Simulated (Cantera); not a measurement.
# Stirred combustor or abatement burner

A perfectly stirred reactor is fed with 39.7 % CO, 1.91 % H₂, 12.2 % O₂, 46.1 % N₂, equivalence ratio 1.7, at 1000000 Pa; it is adiabatic with a 350 K inlet, and is followed from long to short residence time, starting on the burning branch (τ in s: 0.033, 0.016, 0.0078, 0.0038, 0.0019, 0.0009, 0.00044, 0.00021, 0.0001, 5.1e-05, 2.5e-05).

Computed with Cantera and GRI-Mech 3.0 (53 species, 325 reactions). The hydrogen kinetics of GRI-Mech 3.0 are dated; newer H2 mechanisms differ, most at raised pressure.

```
τ (s)    T (K)   x CO     x H₂      x O₂       x O      x NO      x OH
-------  -----  -----  -------  --------  --------  --------  --------
0.033     2320  0.194  0.00249  0.000183   3.80e-5  0.000247  0.000415
0.016     2316  0.194  0.00248  0.000306   6.55e-5  0.000282  0.000540
0.0078    2310  0.194  0.00248  0.000522  0.000118  0.000317  0.000718
0.0038    2301  0.195  0.00247  0.000904  0.000218  0.000344  0.000960
0.0019    2287  0.196  0.00247   0.00153  0.000393  0.000352   0.00126
0.00090   2264  0.199  0.00247   0.00267  0.000727  0.000336   0.00165
0.00044   2229  0.202  0.00249   0.00438   0.00127  0.000298   0.00208
0.00021   2176  0.207  0.00253   0.00699   0.00217  0.000250   0.00252
0.00010   2103  0.214  0.00258    0.0106   0.00352  0.000203   0.00287
5.1e-5    2015  0.222  0.00261    0.0149   0.00517  0.000166   0.00303
2.5e-5    1892  0.235  0.00259    0.0215   0.00715  0.000122   0.00290
```
x: mole fraction; the columns are a selection and need not sum to one.
